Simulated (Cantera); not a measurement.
**Stirred combustor or abatement burner**

A perfectly stirred reactor is fed with H2 : O2 : N2 = 1 : 0.455 : 1.71 (molar parts), at 1.01 bar; it is adiabatic with a 725 K inlet, and is followed from long to short residence time, starting on the burning branch (τ in s: 0.25, 0.091, 0.033, 0.012, 0.0044, 0.0016, 0.00058, 0.00021, 7.7e-05, 2.8e-05, 1e-05, 3.7e-06).

Computed with Cantera and GRI-Mech 3.0 (53 species, 325 reactions).

```
τ (s)    T (K)    x H2     x O2      x H   x H2O2   x H2O      x NO    x N2O
-------  -----  ------  -------  -------  -------  ------  --------  -------
0.25      2595  0.0468  0.00375  0.00823  1.62e-7   0.306   0.00316  1.57e-7
0.091     2593  0.0469  0.00382  0.00833  1.63e-7   0.305   0.00309  1.55e-7
0.033     2588  0.0471  0.00400  0.00861  1.66e-7   0.305   0.00290  1.49e-7
0.012     2575  0.0477  0.00448  0.00935  1.72e-7   0.303   0.00248  1.36e-7
0.0044    2542  0.0493  0.00558   0.0112  1.82e-7   0.299   0.00172  1.14e-7
0.0016    2468  0.0528  0.00778   0.0154  2.00e-7   0.290  0.000846  8.60e-8
0.00058   2336  0.0580   0.0113   0.0239  2.44e-7   0.275  0.000303  6.32e-8
0.00021   2152  0.0631   0.0159   0.0373  3.73e-7   0.258  0.000114  5.31e-8
7.7e-5    1939  0.0668   0.0212   0.0549  7.28e-7   0.240   5.94e-5  4.91e-8
2.8e-5    1710  0.0717   0.0286   0.0738  1.71e-6   0.221   2.95e-5  4.43e-8
1.0e-5    1456   0.101   0.0475   0.0802  3.81e-6   0.185   8.33e-6  3.18e-8
3.7e-6     725   0.316    0.144   <1e-12   <1e-12  <1e-12    <1e-12   <1e-12
```
x: mole fraction; the columns are a selection and need not sum to one.
